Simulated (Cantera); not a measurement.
Charge: 1 mol SiO₂, 0.26 mol Al₂O₃, 9.7 mol H₂O, equilibrated at 15.0 Torr.

These are equilibrium values from Cantera (NASA tables, ideal gas, pure condensed phases), not measurements of a reactor. Candidate condensed phases: Al, Al₂O₃, Al₂SiO₅, Al₆Si₂O₁₃, H₂O, Si, SiO₂; 28 gas species. Mutual solubility and eutectic melting of coexisting phases are not modelled. The tables hold silica as quartz up to 1696 K and as liquid above; real silica turns to tridymite and cristobalite and melts near 1996 K. Condensed phases not in the tables: alloys, solid solutions and most ternary compounds. Gases not in the tables: Si(OH)₄. Rates play no part.

x: gas mole fraction; n: condensed amount in mol.

| T (K) | x H₂O | x H₂ | x O₂ | x OH | x H | x O | n Al₂SiO₅(andalusite) | n SiO₂(α-quartz) | n SiO₂(β-quartz) | n Al₆Si₂O₁₃(mullite) |
|---|---|---|---|---|---|---|---|---|---|---|
| 773 | 1.00 | 2.73e-9 | ___ | 2.81e-11 | <1e-12 | <1e-12 | 0.260 | 0.740 | 0 | 0 |
| 873 | 1.00 | 5.12e-8 | ___ | 1.05e-9 | <1e-12 | <1e-12 | 0.260 | 0 | 0.740 | 0 |
| 973 | 1.000 | 5.30e-7 | ___ | 1.88e-8 | 5.56e-12 | <1e-12 | 0.260 | 0 | 0.740 | 0 |
| 1073 | 1.000 | 3.57e-6 | ___ | 1.96e-7 | 1.87e-10 | 1.16e-11 | 0.260 | 0 | 0.740 | 0 |
| 1173 | 1.000 | 1.75e-5 | ___ | 1.37e-6 | 3.48e-9 | 2.86e-10 | 0.260 | 0 | 0.740 | 0 |
| 1273 | 1.000 | 6.69e-5 | ___ | 7.11e-6 | 4.12e-8 | 4.28e-9 | 0 | 0 | 0.827 | 0.0867 |
| 1373 | 1.000 | 0.000211 | ___ | 2.89e-5 | 3.42e-7 | 4.32e-8 | 0 | 0 | 0.827 | 0.0867 |
| 1473 | 0.999 | 0.000572 | ___ | 9.73e-5 | 2.14e-6 | 3.19e-7 | 0 | 0 | 0.827 | 0.0867 |

### Question
Complete the blanks.

### Answer

- 773, x O₂: 1.36e-9
- 873, x O₂: 2.53e-8
- 973, x O₂: 2.60e-7
- 1073, x O₂: 1.74e-6
- 1173, x O₂: 8.39e-6
- 1273, x O₂: 3.17e-5
- 1373, x O₂: 9.84e-5
- 1473, x O₂: 0.000262
